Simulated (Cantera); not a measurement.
Input: 1 mol Pb, 0.15 mol H2O, 41 mol CO, held at 23.0 mbar.

Equilibrium computed with Cantera from the NASA thermochemical tables; the gas is ideal and each condensed phase is pure. Candidate condensed phases: C, C6H6, C7H8, C8H18, H2O, Pb, PbO, PbO2, Pb3O4; 113 gas species. The numbers say what is thermodynamically allowed, not how fast it happens.

x: gas mole fraction; n: condensed amount in mol.

| T (°C) | x CO | x CO2 | x Pb | x H2 | x H2O | x H | n C(graphite) | n Pb(l) |
|---|---|---|---|---|---|---|---|---|
| 500 | 0.341 | 0.653 | 1.00e-6 | 0.00437 | 0.00163 | <1e-12 | 16.2 | 1.000 |
| 575 | 0.722 | 0.273 | 1.30e-5 | 0.00412 | 0.000505 | 8.06e-12 | 8.73 | 1.000 |
| 650 | 0.933 | 0.0631 | 0.000110 | 0.00374 | 0.000124 | 9.86e-11 | 2.31 | 0.996 |
| 725 | 0.983 | 0.0131 | 0.000674 | 0.00364 | 3.36e-5 | 8.56e-10 | 0.387 | 0.973 |
| 800 | 0.990 | 0.00362 | … | 0.00362 | … | … | 0 | … |
| 875 | 0.981 | 0.00359 | … | 0.00359 | … | … | 0 | … |
| 950 | 0.969 | 0.00354 | 0.0237 | 0.00354 | 1.89e-5 | 1.18e-7 | 0 | 0 |
| 1025 | 0.969 | 0.00354 | 0.0237 | 0.00354 | 2.26e-5 | 4.20e-7 | 0 | 0 |
| 1100 | 0.969 | 0.00353 | 0.0237 | 0.00353 | 2.65e-5 | 1.30e-6 | 0 | 0 |
| 1175 | 0.969 | 0.00353 | 0.0237 | 0.00353 | 3.04e-5 | 3.61e-6 | 0 | 0 |
| 1250 | 0.969 | 0.00352 | 0.0237 | 0.00352 | 3.44e-5 | 9.04e-6 | 0 | 0 |
| 1325 | 0.969 | 0.00352 | 0.0237 | 0.00351 | 3.82e-5 | 2.08e-5 | 0 | 0 |
| 1400 | 0.969 | 0.00352 | 0.0237 | 0.00349 | 4.19e-5 | 4.44e-5 | 0 | 0 |

Task: Complete the blanks.

Result: 
- 800, x Pb: 0.00318
- 800, x H2O: 1.22e-5
- 800, x H: 5.56e-9
- 800, n Pb(l): 0.869
- 875, x Pb: 0.0122
- 875, x H2O: 1.55e-5
- 875, x H: 2.83e-8
- 875, n Pb(l): 0.492
